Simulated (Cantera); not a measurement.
An isothermal, constant-pressure homogeneous reactor starts with 0.508 % CO, 0.762 % O2, 4.61 % H2O, 94.1 % N2, at 900 K and 0.540 bar.

Computed with Cantera and GRI-Mech 3.0 (53 species, 325 reactions).

Q: Predict: x(CO) at 6.00 s; x(O2) at 6.00 s; x(H2O) at 6.00 s; x(H) at 6.00 s; x(O) at 6.00 s; x(N2O) at 6.00 s.

A: 
| Property | Value |
|---|---|
| x(CO) at 6.00 s | 0.00408 (gas-phase equilibrium <1e-12) |
| x(O2) at 6.00 s | 0.00715 (gas-phase equilibrium 0.00509) |
| x(H2O) at 6.00 s | 0.0461 (gas-phase equilibrium 0.0462) |
| x(H) at 6.00 s | 3.27e-8 (gas-phase equilibrium <1e-12) |
| x(O) at 6.00 s | 5.26e-8 (gas-phase equilibrium <1e-12) |
| x(N2O) at 6.00 s | 6.13e-9 (gas-phase equilibrium 1.17e-10) |
